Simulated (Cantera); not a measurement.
Input: 1 mol Si3N4, 1.6 mol CO2, 5.8 mol N2, at 900 K and 0.710 bar.

These are equilibrium values from Cantera (NASA tables, ideal gas, pure condensed phases), not measurements of a reactor. Candidate condensed phases: C, Si, SiC, SiO2, Si2N2O, Si3N4; 34 gas species. Equilibrium is a limit: real reactors are often held back by kinetics, nucleation or transport.

Base state: N2 1.000, CO 4.40e-5 (mole fractions); condensed: C(graphite) + SiO2(β-quartz) + Si2N2O(s).

Problem. What changes in the equilibrium state with this change: temperature from 900 K to 1323 K?

Solution. 
```
species               before    after
-------------------  -------  -------
N2                     1.000    0.916
CO                   4.40e-5   0.0835
CO2                  7.67e-9  1.96e-5
C(graphite), mol        1.60    0.993
SiO2(β-quartz), mol     1.13    0.728
Si2N2O(s), mol         0.933     1.14
```
Mutual solubility and eutectic melting of coexisting phases are not modelled. The tables hold silica as quartz up to 1696 K and as liquid above; real silica turns to tridymite and cristobalite and melts near 1996 K.
